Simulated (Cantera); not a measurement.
Cantera run:

```python
import numpy as np
import cantera as ct

gas_names = """
    H HO2 H2 H2O H2O2 H2S H2SO4 O OH O2 O3 S SH SO SO2 SO3 S2 S2O S8
""".split()
cond_names = """
    H2O(s) H2O(L) H2SO4(L) S(cr1) S(cr2) S(L)
""".split()


# ... load() reads the species with a 1 bar reference pressure and builds the phases ...
atoms = {
    'H2S': {'H': 2, 'S': 1},
    'SO2': {'S': 1, 'O': 2},
    'H2': {'H': 2},
}
top_T = {}  # K; cautious upper limits of use, not melting points


# ... equilibrate(T, P, feed) seeds the gas with the atoms and calls Mixture.equilibrate('TP', solver="vcs", rtol=1e-11, max_steps=5000) ...
results = []
T = 1750  # K
P = 10000  # Pa
for m in [0.012, 0.017, 0.026, 0.038, 0.057, 0.085, 0.13, 0.19, 0.28, 0.42]:
    feed = {'H2S': 1, 'SO2': m, 'H2': 0.61}  # mol
    mix = equilibrate(T, P, feed)
    results.append((T, P, feed, dict(zip(mix.species_names, mix.species_moles))))
    x = sorted(zip(gas.X, gas.species_names), reverse=True)
    print(f"T = {T:g} K  P = {P:g} Pa  n(SO2) = {m:g} mol  gas = {mix.phase_moles(0):.4g} mol")
    print("   x: " + "  ".join(f"{s} {v:.3e}" for v, s in x if v > 0.001))
    print("   condensed (mol): " + ("  ".join(f"{mix.phase(i).name} {mix.phase_moles(i):.4g}"
          for i in range(1, mix.n_phases) if mix.phase_moles(i) > 1e-12) or "none"))
```

It prints:

```
T = 1750 K  P = 10000 Pa  n(SO2) = 0.012 mol  gas = 2 mol
   x: H2 6.686e-01  S2 1.871e-01  H2S 1.176e-01  SH 1.340e-02  H2O 1.189e-02
   condensed (mol): none
T = 1750 K  P = 10000 Pa  n(SO2) = 0.017 mol  gas = 2.003 mol
   x: H2 6.631e-01  S2 1.883e-01  H2S 1.170e-01  H2O 1.681e-02  SH 1.338e-02
   condensed (mol): none
T = 1750 K  P = 10000 Pa  n(SO2) = 0.026 mol  gas = 2.008 mol
   x: H2 6.532e-01  S2 1.903e-01  H2S 1.159e-01  H2O 2.562e-02  SH 1.336e-02
   condensed (mol): none
T = 1750 K  P = 10000 Pa  n(SO2) = 0.038 mol  gas = 2.015 mol
   x: H2 6.402e-01  S2 1.931e-01  H2S 1.144e-01  H2O 3.727e-02  SH 1.332e-02
   condensed (mol): none
T = 1750 K  P = 10000 Pa  n(SO2) = 0.057 mol  gas = 2.027 mol
   x: H2 6.199e-01  S2 1.974e-01  H2S 1.120e-01  H2O 5.547e-02  SH 1.325e-02
   condensed (mol): none
T = 1750 K  P = 10000 Pa  n(SO2) = 0.085 mol  gas = 2.044 mol
   x: H2 5.907e-01  S2 2.037e-01  H2S 1.084e-01  H2O 8.174e-02  SH 1.314e-02
   condensed (mol): none
T = 1750 K  P = 10000 Pa  n(SO2) = 0.13 mol  gas = 2.072 mol
   x: H2 5.453e-01  S2 2.134e-01  H2O 1.225e-01  H2S 1.024e-01  SH 1.292e-02  SO 1.166e-03
   condensed (mol): none
T = 1750 K  P = 10000 Pa  n(SO2) = 0.19 mol  gas = 2.111 mol
   x: H2 4.882e-01  S2 2.257e-01  H2O 1.737e-01  H2S 9.432e-02  SH 1.257e-02  SO2 2.024e-03  SO 1.899e-03
   condensed (mol): none
T = 1750 K  P = 10000 Pa  n(SO2) = 0.28 mol  gas = 2.172 mol
   x: H2 4.106e-01  H2O 2.423e-01  S2 2.420e-01  H2S 8.215e-02  SH 1.194e-02  SO2 5.767e-03  SO 3.263e-03
   condensed (mol): none
T = 1750 K  P = 10000 Pa  n(SO2) = 0.42 mol  gas = 2.276 mol
   x: H2O 3.247e-01  H2 3.124e-01  S2 2.602e-01  H2S 6.481e-02  SO2 1.855e-02  SH 1.080e-02  SO 5.959e-03  S2O 1.332e-03
   condensed (mol): none
```

Cantera equilibrium calculation (NASA polynomials, part measured and part estimated; ideal gas, pure solids and liquids).
